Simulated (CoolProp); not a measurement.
Vapour-liquid equilibrium of ethane (1) + C2F6 (R116) (2) at 199.6 K; x and y are mole fractions of (1).

Computed with CoolProp (multi-fluid Helmholtz-energy mixture model, Bücker 2006 and Lemmon 2006; pair parameters Bell 2016).

| x | bubble pressure, mixture model (MPa) | bubble pressure, Raoult's law (MPa) | y, mixture model | y, Raoult's law |
|---|---|---|---|---|
| 0.05 | 0.1550 | 0.1328 | 0.202 | 0.080 |
| 0.2 | 0.2181 | 0.1455 | 0.499 | 0.293 |
| 0.35 | 0.2513 | 0.1582 | 0.610 | 0.472 |
| 0.5 | 0.2633 | 0.1709 | 0.656 | 0.624 |
| 0.65 | 0.2663 | 0.1836 | 0.680 | 0.755 |
| 0.8 | 0.2643 | 0.1964 | 0.716 | 0.869 |
| 0.95 | 0.2389 | 0.2091 | 0.859 | 0.969 |

The largest gap from Raoult's law is +58.8 % in bubble pressure, at x = 0.35. y crosses x between x = 0.65 and 0.8: the model has an azeotrope there.

Pair parameters are fitted to limited data, so mixtures are less certain than the pure fluids. With so large a gap from Raoult's law the liquid may split in two, which this calculation doesn't test in full.
